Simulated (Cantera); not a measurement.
What does this Cantera script print?

```python
import numpy as np
import cantera as ct

gas_names = """
    H HNO HNO2 HNO3 HO2 H2 H2O H2O2 N NH NH2 NH3 NH2OH NO NO2 NO3 N2 N2H2 N2H4 N2O O OH O2 O3 Si SiH
    SiH2 SiH3 SiH4 SiN SiO SiO2 Si2 Si2N Si3
""".split()
cond_names = """
    H2O(s) H2O(L) Si(cr) Si(L) SiO2(Lqz) SiO2(hqz) SiO2(L) Si2N2O(s) Si3N4(a)
""".split()


# ... load() reads the species with a 1 bar reference pressure and builds the phases ...
atoms = {
    'Si2H6': {'Si': 2, 'H': 6},
    'N2O': {'N': 2, 'O': 1},
    'H2': {'H': 2},
}
top_T = {'Si2N2O(s)': 2100, 'Si3N4(a)': 2400}  # K; cautious upper limits of use, not melting points


# ... equilibrate(T, P, feed) seeds the gas with the atoms and calls Mixture.equilibrate('TP', solver="vcs", rtol=1e-11, max_steps=5000) ...
results = []
T = 573  # K
P = 100000  # Pa
for m in [0.12, 0.2, 0.32, 0.52, 0.83, 1.3, 2.2, 3.5]:
    feed = {'Si2H6': 1, 'N2O': m, 'H2': 28}  # mol
    mix = equilibrate(T, P, feed)
    results.append((T, P, feed, dict(zip(mix.species_names, mix.species_moles))))
    x = sorted(zip(gas.X, gas.species_names), reverse=True)
    print(f"T = {T:g} K  P = {P:g} Pa  n(N2O) = {m:g} mol  gas = {mix.phase_moles(0):.4g} mol")
    print("   x: " + "  ".join(f"{s} {v:.3e}" for v, s in x if v > 0.001))
    print("   condensed (mol): " + ("  ".join(f"{mix.phase(i).name} {mix.phase_moles(i):.4g}"
          for i in range(1, mix.n_phases) if mix.phase_moles(i) > 1e-12) or "none"))
```

Output:

```
T = 573 K  P = 100000 Pa  n(N2O) = 0.12 mol  gas = 31 mol
   x: H2 1.000e+00
   condensed (mol): Si(cr) 1.76  Si2N2O(s) 0.12
T = 573 K  P = 100000 Pa  n(N2O) = 0.2 mol  gas = 31 mol
   x: H2 1.000e+00
   condensed (mol): Si(cr) 1.6  Si2N2O(s) 0.2
T = 573 K  P = 100000 Pa  n(N2O) = 0.32 mol  gas = 31 mol
   x: H2 1.000e+00
   condensed (mol): Si(cr) 1.36  SiO2(Lqz) 4.841e-12  Si2N2O(s) 0.32
T = 573 K  P = 100000 Pa  n(N2O) = 0.52 mol  gas = 31 mol
   x: H2 1.000e+00
   condensed (mol): Si(cr) 0.96  Si2N2O(s) 0.52
T = 573 K  P = 100000 Pa  n(N2O) = 0.83 mol  gas = 31 mol
   x: H2 1.000e+00
   condensed (mol): Si(cr) 0.34  Si2N2O(s) 0.83
T = 573 K  P = 100000 Pa  n(N2O) = 1.3 mol  gas = 31.2 mol
   x: H2 9.840e-01  N2 9.593e-03  NH3 6.456e-03
   condensed (mol): SiO2(Lqz) 0.2  Si2N2O(s) 0.9
T = 573 K  P = 100000 Pa  n(N2O) = 2.2 mol  gas = 32.19 mol
   x: H2 9.438e-01  N2 4.327e-02  NH3 1.288e-02
   condensed (mol): SiO2(Lqz) 0.8  Si2N2O(s) 0.6
T = 573 K  P = 100000 Pa  n(N2O) = 3.5 mol  gas = 33.76 mol
   x: H2 8.927e-01  N2 9.019e-02  NH3 1.711e-02
   condensed (mol): SiO2(Lqz) 1.667  Si2N2O(s) 0.1667
```

Cantera equilibrium calculation (NASA polynomials, part measured and part estimated; ideal gas, pure solids and liquids). The feed counts by its element totals alone.
